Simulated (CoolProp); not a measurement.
Vapour pressure (MPa) of R152A: the reference equation beside estimates from Tc = 386.4 K, pc = 4.517 MPa, ω = 0.275. Clausius-Clapeyron is anchored at 214.3 K with a constant enthalpy of vaporisation of 23.70 kJ/mol.

Values from CoolProp's reference Helmholtz-energy equation of state, Outcalt 1996. It is a modified Benedict-Webb-Rubin equation, recast in Helmholtz form.

```
T (K)  reference  Lee-Kesler  Clausius-Clapeyron  Soave-Redlich-Kwong  Peng-Robinson
-----  ---------  ----------  ------------------  -------------------  -------------
205     0.008715    0.008039            0.008824             0.008219       0.008703
209.7    0.01199     0.01116             0.01205              0.01138        0.01196
214.3    0.01613     0.01513             0.01613              0.01539        0.01607
219      0.02152     0.02033             0.02146              0.02064        0.02142
223.6    0.02814     0.02678             0.02805              0.02712        0.02799
228.3    0.03653     0.03501             0.03647              0.03538        0.03633
232.9    0.04661     0.04495             0.04667              0.04533        0.04634
237.6    0.05910     0.05736             0.05946              0.05773        0.05876
242.2    0.07381     0.07203             0.07467              0.07238        0.07339
```

Absolute difference from the reference over all 9 rows, mean and median: Lee-Kesler 4.9 and 4.8 %, Clausius-Clapeyron 0.5 and 0.3 %, Soave-Redlich-Kwong 3.7 and 3.6 %, Peng-Robinson 0.4 and 0.5 %.
